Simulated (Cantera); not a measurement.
## Hydrocarbon pyrolysis for carbon deposition

An isothermal, constant-pressure homogeneous reactor starts with C2H6 : N2 = 1 : 6.9 (molar parts), at 1175 K and 0.0750 atm.

Model: GRI-Mech 3.0 (53 species, 325 reactions), integrated in Cantera. GRI-Mech 3.0 stops at C3 and has no aromatics, soot or wall deposition, so with more carbon than oxygen in the feed, carbon stays in small species such as C2H2 where larger ones or solid carbon would form.

```tsv
t (s)	x C2H6	x C2H4	x HCN	x CH2	x H2
2.00e-5	0.127	9.47e-10	<1e-12	<1e-12	7.96e-10
7.66e-5	0.127	5.03e-8	<1e-12	<1e-12	4.53e-8
0.000294	0.127	2.58e-6	<1e-12	1.67e-11	2.50e-6
0.00112	0.126	0.000105	<1e-12	1.82e-10	0.000103
0.00431	0.124	0.00190	8.60e-12	1.19e-9	0.00184
0.0165	0.112	0.0120	2.81e-11	1.62e-9	0.0116
0.0632	0.0716	0.0438	4.42e-11	1.32e-9	0.0436
0.242	0.0103	0.0841	5.64e-11	4.10e-10	0.0969
0.928	0.000401	0.0751	5.77e-11	1.87e-11	0.118
3.56	0.000115	0.0579	5.71e-11	5.40e-12	0.132
13.6	6.95e-5	0.0305	5.61e-11	3.90e-12	0.154
52.2	4.16e-5	0.0175	5.62e-11	2.72e-12	0.163
200	3.90e-5	0.0167	5.85e-11	2.58e-12	0.160
```
x: mole fraction; the columns are a selection and need not sum to one.

Equilibrium at this temperature and pressure: C2H6 1.48e-5, C2H4 0.00744, HCN 0.0600, CH2 <1e-12, H2 0.127 (gas phase only).
